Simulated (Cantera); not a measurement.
Input (Python, Cantera) and output of one run.

```python
import numpy as np
import cantera as ct

gas_names = """
    CL CL2 H HCL H2 Si SiCL SiCL2 SiCL3 SiCL4 SiH SiHCL3 SiH2 SiH2CL2 SiH3 SiH3CL SiH4 Si2 Si3
""".split()
cond_names = """
    Si(cr) Si(L)
""".split()


def load(file, names, dense=False):
    # The tables refer to 1 bar. Condensed volumes are neglected.
    table = {s.name: s for s in ct.Species.list_from_file(file)}
    out = []
    for n in names:
        d = dict(table[n].input_data)
        d["thermo"] = dict(d["thermo"], **{"reference-pressure": 1e5})
        if dense:
            d["equation-of-state"] = {"model": "constant-volume", "density": "1e6 g/cm^3"}
        out.append(ct.Species.from_dict(d))
    return out


gas = ct.Solution(thermo="ideal-gas", species=load("nasa_gas.yaml", gas_names))
cond = {s.name: ct.Solution(thermo="fixed-stoichiometry", species=[s], name=s.name)
        for s in load("nasa_condensed.yaml", cond_names, dense=True)}
atoms = {
    'SiCl4': {'Si': 1, 'CL': 4},
    'HCl': {'H': 1, 'CL': 1},
    'H2': {'H': 2},
}
top_T = {}  # K; cautious upper limits of use, not melting points


def equilibrate(T, P, feed):
    n = {}
    for name, mol in feed.items():
        for a, k in atoms[name].items():
            n[a] = n.get(a, 0.0) + k * mol
    gas.TPX = T, P, n
    mass = sum(n.values()) * gas.mean_molecular_weight
    gas.equilibrate("TP")
    valid = [c for c in cond.values() if c.min_temp <= T <= top_T.get(c.name, c.max_temp)]
    mix = ct.Mixture([(gas, mass / gas.mean_molecular_weight)] + [(c, 0.0) for c in valid])
    mix.T, mix.P = T, P
    mix.equilibrate("TP", solver="vcs", rtol=1e-11, max_steps=5000)
    return mix


results = []
P = 35000  # Pa
for T in [850, 900, 950, 1000, 1050, 1100, 1150, 1200, 1250, 1300, 1350, 1400]:
    for m in [8.4, 16, 30, 57, 110, 200, 390, 730]:
        feed = {'SiCl4': 1, 'HCl': 0.29, 'H2': m}  # mol
        mix = equilibrate(T, P, feed)
        results.append((T, P, feed, dict(zip(mix.species_names, mix.species_moles))))

for T, P, feed, n in results:
    print(f"{T:7g} {feed['H2']:10.4g}  " + (" + ".join(c for c in cond_names if n.get(c, 0) > 1e-12) or "gas only"))
```

It prints:

```
    850        8.4  gas only
    850         16  gas only
    850         30  gas only
    850         57  gas only
    850        110  gas only
    850        200  gas only
    850        390  gas only
    850        730  gas only
    900        8.4  gas only
    900         16  gas only
    900         30  gas only
    900         57  gas only
    900        110  gas only
    900        200  gas only
    900        390  gas only
    900        730  Si(cr)
    950        8.4  gas only
    950         16  gas only
    950         30  gas only
    950         57  gas only
    950        110  gas only
    950        200  gas only
    950        390  Si(cr)
    950        730  Si(cr)
   1000        8.4  gas only
   1000         16  gas only
   1000         30  gas only
   1000         57  gas only
   1000        110  gas only
   1000        200  Si(cr)
   1000        390  Si(cr)
   1000        730  Si(cr)
   1050        8.4  gas only
   1050         16  gas only
   1050         30  gas only
   1050         57  gas only
   1050        110  Si(cr)
   1050        200  Si(cr)
   1050        390  Si(cr)
   1050        730  Si(cr)
   1100        8.4  gas only
   1100         16  gas only
   1100         30  gas only
   1100         57  Si(cr)
   1100        110  Si(cr)
   1100        200  Si(cr)
   1100        390  Si(cr)
   1100        730  Si(cr)
   1150        8.4  gas only
   1150         16  gas only
   1150         30  Si(cr)
   1150         57  Si(cr)
   1150        110  Si(cr)
   1150        200  Si(cr)
   1150        390  Si(cr)
   1150        730  Si(cr)
   1200        8.4  gas only
   1200         16  gas only
   1200         30  Si(cr)
   1200         57  Si(cr)
   1200        110  Si(cr)
   1200        200  Si(cr)
   1200        390  Si(cr)
   1200        730  Si(cr)
   1250        8.4  gas only
   1250         16  gas only
   1250         30  Si(cr)
   1250         57  Si(cr)
   1250        110  Si(cr)
   1250        200  Si(cr)
   1250        390  Si(cr)
   1250        730  Si(cr)
   1300        8.4  gas only
   1300         16  Si(cr)
   1300         30  Si(cr)
   1300         57  Si(cr)
   1300        110  Si(cr)
   1300        200  Si(cr)
   1300        390  Si(cr)
   1300        730  Si(cr)
   1350        8.4  gas only
   1350         16  Si(cr)
   1350         30  Si(cr)
   1350         57  Si(cr)
   1350        110  Si(cr)
   1350        200  Si(cr)
   1350        390  Si(cr)
   1350        730  Si(cr)
   1400        8.4  gas only
   1400         16  Si(cr)
   1400         30  Si(cr)
   1400         57  Si(cr)
   1400        110  Si(cr)
   1400        200  Si(cr)
   1400        390  Si(cr)
   1400        730  Si(cr)
```

Method: chemical equilibrium by Gibbs-energy minimisation in Cantera with the NASA 1993 tables (ideal gas, pure condensed phases). The tables' values for SiCl3 are old estimates.
